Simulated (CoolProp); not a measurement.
Cyclopentane along the isotherm 12.95 °C: Z from the reference equation and from simpler models built on Tc = 238.6 °C, pc = 45.83 bar, ω = 0.202; each cubic takes its own stable root.

Model: reference Helmholtz-energy equation of state, Gedanitz 2015, in CoolProp.

```csv
p (bar),phase,reference
57.3,liquid,0.2231
115,liquid,0.4451
172,liquid,0.6618
229,liquid,0.8764
286,liquid,1.089
344,liquid,1.303
401,liquid,1.512
458,liquid,1.720
```

### Question
How far does each simpler model (van der Waals, Redlich-Kwong, Soave-Redlich-Kwong, Peng-Robinson) lie from the reference over these 8 states: mean and median of the absolute difference, and the worst?

### Answer
- van der Waals: mean 51.2 %, median 50.6 %, worst +55.0 % at 12.95 °C and 57.3 bar
- Redlich-Kwong: mean 5.0 %, median 4.9 %, worst +5.9 % at 12.95 °C and 57.3 bar
- Soave-Redlich-Kwong: mean 3.8 %, median 3.7 %, worst +4.2 % at 12.95 °C and 57.3 bar
- Peng-Robinson: mean 7.5 %, median 7.5 %, worst -7.5 % at 12.95 °C and 229 bar
